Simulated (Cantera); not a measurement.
**Ammonia decomposition in nitride growth gas**

A perfectly stirred reactor is fed with 86.2 % NH3, 13.8 % N2, at 0.133 bar; it is held at 1775 K, and followed from long to short residence time.

Detailed kinetics in Cantera: the gas-phase N/H chemistry of the illustrative SiF4/NH3 mechanism in the Surface Chemkin manual (1991). Walls and surfaces, which speed up NH3 decomposition in real reactors, are not modelled.

```csv
τ (s),x NH3,x NH,x N2H4,x N2,x NH2,x N,x H
8.2,0.194,1.85e-6,9.48e-9,0.268,0.000139,1.12e-7,0.000146
2.8,0.377,2.27e-6,2.32e-8,0.232,0.000218,1.05e-7,8.54e-5
0.98,0.587,2.47e-6,4.20e-8,0.191,0.000293,8.86e-8,4.20e-5
0.34,0.740,2.38e-6,5.86e-8,0.162,0.000346,6.17e-8,1.75e-5
0.12,0.815,2.07e-6,6.96e-8,0.147,0.000377,3.21e-8,6.76e-6
0.041,0.846,1.73e-6,7.46e-8,0.141,0.000391,1.23e-8,2.42e-6
0.014,0.857,1.45e-6,7.05e-8,0.139,0.000380,4.13e-9,8.34e-7
0.0049,0.860,1.11e-6,5.30e-8,0.138,0.000329,1.30e-9,2.86e-7
```
x: mole fraction; the columns are a selection and need not sum to one.
